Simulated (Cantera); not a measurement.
Feed: 1 mol CCl₄, 1.1 mol Si, 3.4 mol H₂, held at 2925 °C and 93.0 mbar.

Equilibrium computed with Cantera from the NASA thermochemical tables; the gas is ideal and each condensed phase is pure. The tables' values for SiCl, CCl are old estimates; treat these amounts as uncertain. Gases not in the tables: Si₂H₆ and higher silanes. The numbers say what is thermodynamically allowed, not how fast it happens.

```
species    before     after
-------  --------  --------
H           0.323     0.312
Cl          0.266     0.246
HCl         0.152     0.135
Si         0.0712     0.121
SiCl      0.00731    0.0115
SiC₂       0.0338    0.0379
H₂          0.124     0.116
Si₂       9.92e-5  0.000287
C₅        7.58e-5   2.67e-5
C₄H₂      9.11e-5   3.69e-5
Si₂C     0.000695   0.00163
C₄        2.16e-5   9.39e-6
C₃        0.00598   0.00320
```
Gas species are given as mole fractions.

**Question.** What was changed between the two runs?
A. temperature from 2925 °C to 1177 °C
B. pressure from 93.0 mbar to 13.3 mbar
C. H₂ from 3.4 to 15 mol
D. Si from 1.1 to 1.8 mol

**Answer.** D, Si from 1.1 to 1.8 mol. The tables' values for SiCl, CCl, SiCl₃ are old estimates; treat these amounts as uncertain
